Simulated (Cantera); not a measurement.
**Gas activation for diamond growth**

An isothermal, constant-pressure homogeneous reactor starts with 0.443 % CH4, 98.5 % H2, 1.08 % O2, at 2673 K and 10.00 Torr.

Detailed kinetics in Cantera: GRI-Mech 3.0 (53 species, 325 reactions). Radical loss at walls, strong at low pressure, is not modelled.

```csv
t (s),x CH4,x H2,x O2,x H2O,x H,x CO2
2.00e-6,0.00442,0.985,0.0108,1.23e-7,2.37e-5,2.58e-12
1.62e-5,0.00436,0.984,0.0108,2.65e-5,0.000271,1.06e-9
0.000131,0.00409,0.980,0.00987,0.00181,0.00401,2.37e-7
0.00106,0.00222,0.942,6.73e-6,0.0211,0.0324,3.45e-6
0.00861,0.000242,0.921,9.45e-8,0.0191,0.0564,5.31e-6
0.0697,2.02e-9,0.862,3.39e-7,0.0157,0.117,1.14e-5
0.565,<1e-12,0.667,3.42e-6,0.0126,0.315,1.06e-5
4.57,<1e-12,0.628,4.63e-6,0.0119,0.354,1.04e-5
37.0,<1e-12,0.628,4.63e-6,0.0119,0.354,1.04e-5
300,<1e-12,0.628,4.63e-6,0.0119,0.354,1.04e-5
```
x: mole fraction; the columns are a selection and need not sum to one.

Equilibrium at this temperature and pressure: CH4 <1e-12, H2 0.628, O2 4.63e-6, H2O 0.0119, H 0.354, CO2 1.04e-5 (gas phase only).
